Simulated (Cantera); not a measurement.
A closed system holds: 1 mol Zr, a varied amount of H2O, at 1800 K and 1.00 bar.

Equilibrium computed with Cantera from the NASA thermochemical tables; the gas is ideal and each condensed phase is pure. Candidate condensed phases: H2O, Zr, ZrO2; 12 gas species. Mutual solubility and eutectic melting of coexisting phases are not modelled. Condensed phases not in the tables: N, O or C dissolved in the metal. Equilibrium is a limit: real reactors are often held back by kinetics, nucleation or transport.

x: gas mole fraction; n: condensed amount in mol.

```json
[
 {"n(H2O) (mol)": "1.9", "x H2": "1.000", "x H2O": "1.55e-7", "x H": "0.000358", "x OH": "?", "n Zr(β)": "0.0500", "n ZrO2(tetragonal)": "0.950"},
 {"n(H2O) (mol)": "2.2", "x H2": "0.909", "x H2O": "0.0909", "x H": "0.000341", "x OH": "?", "n Zr(β)": "0", "n ZrO2(tetragonal)": "1.00"},
 {"n(H2O) (mol)": "2.5", "x H2": "0.800", "x H2O": "0.200", "x H": "0.000320", "x OH": "?", "n Zr(β)": "0", "n ZrO2(tetragonal)": "1.00"},
 {"n(H2O) (mol)": "2.9", "x H2": "0.689", "x H2O": "0.310", "x H": "0.000297", "x OH": "?", "n Zr(β)": "0", "n ZrO2(tetragonal)": "1.00"},
 {"n(H2O) (mol)": "3.3", "x H2": "0.606", "x H2O": "0.394", "x H": "0.000279", "x OH": "?", "n Zr(β)": "0", "n ZrO2(tetragonal)": "1.00"},
 {"n(H2O) (mol)": "3.8", "x H2": "0.526", "x H2O": "0.474", "x H": "0.000260", "x OH": "?", "n Zr(β)": "0", "n ZrO2(tetragonal)": "1.00"},
 {"n(H2O) (mol)": "4.4", "x H2": "0.454", "x H2O": "0.545", "x H": "0.000241", "x OH": "?", "n Zr(β)": "0", "n ZrO2(tetragonal)": "1.00"},
 {"n(H2O) (mol)": "5.1", "x H2": "0.392", "x H2O": "0.608", "x H": "0.000224", "x OH": "?", "n Zr(β)": "0", "n ZrO2(tetragonal)": "1.00"},
 {"n(H2O) (mol)": "5.8", "x H2": "0.345", "x H2O": "0.655", "x H": "0.000210", "x OH": "?", "n Zr(β)": "0", "n ZrO2(tetragonal)": "1.00"},
 {"n(H2O) (mol)": "6.7", "x H2": "0.298", "x H2O": "0.701", "x H": "0.000196", "x OH": "?", "n Zr(β)": "0", "n ZrO2(tetragonal)": "1.00"},
 {"n(H2O) (mol)": "7.7", "x H2": "0.260", "x H2O": "0.740", "x H": "0.000182", "x OH": "?", "n Zr(β)": "0", "n ZrO2(tetragonal)": "1.00"},
 {"n(H2O) (mol)": "8.8", "x H2": "0.227", "x H2O": "0.773", "x H": "0.000171", "x OH": "?", "n Zr(β)": "0", "n ZrO2(tetragonal)": "1.00"},
 {"n(H2O) (mol)": "10", "x H2": "0.200", "x H2O": "0.800", "x H": "0.000160", "x OH": "?", "n Zr(β)": "0", "n ZrO2(tetragonal)": "1.00"}
]
```

**Question.** What belongs in the gaps?

**Answer.** 
- 1.9, x OH: 3.66e-12
- 2.2, x OH: 2.25e-6
- 2.5, x OH: 5.29e-6
- 2.9, x OH: 8.84e-6
- 3.3, x OH: 1.20e-5
- 3.8, x OH: 1.54e-5
- 4.4, x OH: 1.91e-5
- 5.1, x OH: 2.30e-5
- 5.8, x OH: 2.64e-5
- 6.7, x OH: 3.04e-5
- 7.7, x OH: 3.43e-5
- 8.8, x OH: 3.83e-5
- 10, x OH: 4.23e-5
